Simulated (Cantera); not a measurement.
An isothermal, constant-pressure homogeneous reactor starts with CH4 : N2 : H2O = 1 : 11 : 0.086 (molar parts), at 1773 K and 0.503 Torr.

Detailed kinetics in Cantera: GRI-Mech 3.0 (53 species, 325 reactions). GRI-Mech 3.0 stops at C3 and has no aromatics, soot or wall deposition, so with more carbon than oxygen in the feed, carbon stays in small species such as C2H2 where larger ones or solid carbon would form. Radical loss at walls, strong at low pressure, is not modelled.

Q: Predict: x(CH4) at 2.00 s; x(H) at 2.00 s; x(H2) at 2.00 s; x(CH3) at 2.00 s; x(C2H4) at 2.00 s.

A: 
```
Item                                                 Result
-----------------  ----------------------------------------
x(CH4) at 2.00 s     0.0324 (gas-phase equilibrium 1.90e-7)
x(H) at 2.00 s     0.000181 (gas-phase equilibrium 0.00386)
x(H2) at 2.00 s        0.0671 (gas-phase equilibrium 0.122)
x(CH3) at 2.00 s    0.00158 (gas-phase equilibrium 1.22e-7)
x(C2H4) at 2.00 s   0.00130 (gas-phase equilibrium 2.04e-8)
```
